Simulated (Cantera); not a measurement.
Charge: 1 mol Si2H6, 0.23 mol H2O, equilibrated at 0.0430 bar.

Cantera equilibrium calculation (NASA polynomials, part measured and part estimated; ideal gas, pure solids and liquids). Candidate condensed phases: H2O, Si, SiO2; 18 gas species. The feed counts by its element totals alone. Mutual solubility and eutectic melting of coexisting phases are not modelled. Rates play no part.

log p: log10 of the partial pressure in bar; n: condensed amount in mol.

```csv
T (K),log p H2,log p SiO,log p H,log p SiH4,log p H2O,log p SiH2,n Si(s),n SiO2(α-quartz),n SiO2(β-quartz)
600,-1.37,<-13,<-13,-9.97,<-13,<-13,1.89,0.115,0
650,-1.37,<-13,<-13,-9.80,<-13,<-13,1.89,0.115,0
700,-1.37,<-13,<-13,-9.65,<-13,<-13,1.89,0.115,0
750,-1.37,<-13,-13.18,-9.53,<-13,<-13,1.89,0.115,0
800,-1.37,<-13,-12.22,-9.42,-13.07,<-13,1.89,0.115,0
850,-1.37,-12.49,-11.37,-9.33,-12.27,<-13,1.89,0,0.115
900,-1.37,-11.30,-10.62,-9.25,-11.57,[?],1.89,0,0.115
950,-1.37,-10.24,-9.94,-9.18,-10.94,[?],1.89,0,0.115
1000,-1.37,-9.28,-9.33,-9.12,-10.38,[?],1.89,0,0.115
1050,-1.37,-8.42,-8.77,-9.06,-9.87,[?],1.89,0,0.115
1100,-1.37,-7.64,-8.27,-9.01,-9.41,[?],1.89,0,0.115
```

Q: Fill in the missing entries.

A: 
- 900, log p SiH2: -12.80
- 950, log p SiH2: -12.06
- 1000, log p SiH2: -11.39
- 1050, log p SiH2: -10.79
- 1100, log p SiH2: -10.25
